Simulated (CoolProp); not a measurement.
Vapour-liquid equilibrium of n-octane (1) + ethylbenzene (2) at 358.7 K; x and y are mole fractions of (1).

Computed with CoolProp (multi-fluid Helmholtz-energy mixture model, Beckmüller 2019 and Zhou 2012; pair parameters Bell 2016).

```json
[
 {"x": "0.05", "bubble pressure, mixture model (kPa)": "[?]", "bubble pressure, Raoult's law (kPa)": "21.05", "y, mixture model": "[?]", "y, Raoult's law": "0.068"},
 {"x": "0.2", "bubble pressure, mixture model (kPa)": "23.55", "bubble pressure, Raoult's law (kPa)": "22.24", "y, mixture model": "0.289", "y, Raoult's law": "0.257"},
 {"x": "0.35", "bubble pressure, mixture model (kPa)": "[?]", "bubble pressure, Raoult's law (kPa)": "23.43", "y, mixture model": "[?]", "y, Raoult's law": "0.427"},
 {"x": "0.5", "bubble pressure, mixture model (kPa)": "26.40", "bubble pressure, Raoult's law (kPa)": "24.63", "y, mixture model": "0.578", "y, Raoult's law": "0.581"},
 {"x": "0.65", "bubble pressure, mixture model (kPa)": "27.35", "bubble pressure, Raoult's law (kPa)": "25.82", "y, mixture model": "0.701", "y, Raoult's law": "0.720"},
 {"x": "0.8", "bubble pressure, mixture model (kPa)": "28.06", "bubble pressure, Raoult's law (kPa)": "27.01", "y, mixture model": "0.824", "y, Raoult's law": "0.847"},
 {"x": "0.95", "bubble pressure, mixture model (kPa)": "28.51", "bubble pressure, Raoult's law (kPa)": "28.20", "y, mixture model": "0.954", "y, Raoult's law": "0.963"}
]
```

Question: Complete the blanks.

Answer: 
- 0.05, bubble pressure, mixture model (kPa): 21.48
- 0.05, y, mixture model: 0.085
- 0.35, bubble pressure, mixture model (kPa): 25.15
- 0.35, y, mixture model: 0.445

The largest gap from Raoult's law is +7.3 % in bubble pressure, at x = 0.35. No azeotrope shows between x = 0.05 and 0.95.

The pair parameters rest on a limited set of measurements; away from them the model extrapolates.
